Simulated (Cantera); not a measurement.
Feed: 1 mol SiC, 0.27 mol CO₂, 5.8 mol N₂, 0.29 mol N₂O, at 5.80e-6 bar.

Method: chemical equilibrium by Gibbs-energy minimisation in Cantera with the NASA 1993 tables (ideal gas, pure condensed phases). Candidate condensed phases: C, Si, SiC, SiO₂, Si₂N₂O, Si₃N₄; 34 gas species. The tables' values for SiN are old estimates; treat these amounts as uncertain. Kinetics and transport are ignored.

x: gas mole fraction; n: condensed amount in mol.

| T (°C) | x N₂ | x Si | x CO | x SiC₂ | x CN | x Si₂C | n C(graphite) |
|---|---|---|---|---|---|---|---|
| 1700 | 0.770 | 0.119 | 0.105 | 0.00434 | 0.000144 | 0.00128 | 0.363 |
| 1725 | 0.770 | 0.119 | 0.105 | 0.00489 | 0.000200 | 0.000968 | 0.356 |
| 1750 | 0.769 | 0.119 | 0.105 | 0.00548 | 0.000277 | 0.000732 | 0.347 |
| 1775 | 0.769 | 0.119 | 0.105 | 0.00612 | 0.000379 | 0.000555 | 0.336 |
| 1800 | 0.769 | 0.118 | 0.105 | [?] | [?] | [?] | 0.325 |
| 1825 | 0.769 | 0.118 | 0.105 | 0.00754 | 0.000695 | 0.000324 | 0.312 |
| 1850 | 0.768 | 0.117 | 0.105 | [?] | [?] | [?] | 0.297 |
| 1875 | 0.768 | 0.117 | 0.105 | 0.00914 | 0.00124 | 0.000192 | 0.280 |
| 1900 | 0.767 | 0.116 | 0.105 | 0.0100 | 0.00164 | 0.000149 | 0.260 |
| 1925 | 0.767 | 0.115 | 0.105 | 0.0109 | 0.00215 | 0.000115 | 0.236 |
| 1950 | 0.766 | 0.114 | 0.105 | 0.0119 | 0.00280 | 9.01e-5 | 0.208 |

Task: What belongs in the gaps?

Result: 
- 1850, x SiC₂: 0.00832
- 1850, x CN: 0.000931
- 1850, x Si₂C: 0.000249
- 1800, x SiC₂: 0.00680
- 1800, x CN: 0.000515
- 1800, x Si₂C: 0.000423
